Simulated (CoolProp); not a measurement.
A single-stage vapour-compression cycle with the fluid: evaporating at 322.15 K (dew point), condensing at 351.15 K (bubble point), superheat 8 K, subcooling 5 K, compressor efficiency 0.6, no pressure losses. The same conditions are run with several fluids, on thermodynamics alone (safety and materials aside).

Values from CoolProp's reference Helmholtz-energy equation of state of each fluid (ammonia: Gao 2020; vinyl chloride: Thol 2022; n-perfluorobutane: Gao 2022; R124: de Vries 1995; R245fa: Akasaka 2015; R123: Younglove 1994).

| fluid | cooling COP | pressure ratio | discharge temperature (K) | refrigerating effect (kJ/kg) | volumetric capacity (kJ/m³) |
|---|---|---|---|---|---|
| ammonia | 5.70 | 2.00 | 407.4 | 959 | 14000 |
| vinyl chloride | 5.98 | 1.95 | 383.7 | 268 | 5230 |
| n-perfluorobutane | 5.18 | 2.04 | 351.1 | 56.3 | 3100 |
| R124 | 5.67 | 2.00 | 363.9 | 109 | 4830 |
| R245fa | 5.99 | 2.25 | 362.6 | 150 | 2680 |
| R123 | 6.14 | 2.26 | 366.1 | 141 | 1730 |

The compression ends wet for: n-perfluorobutane.
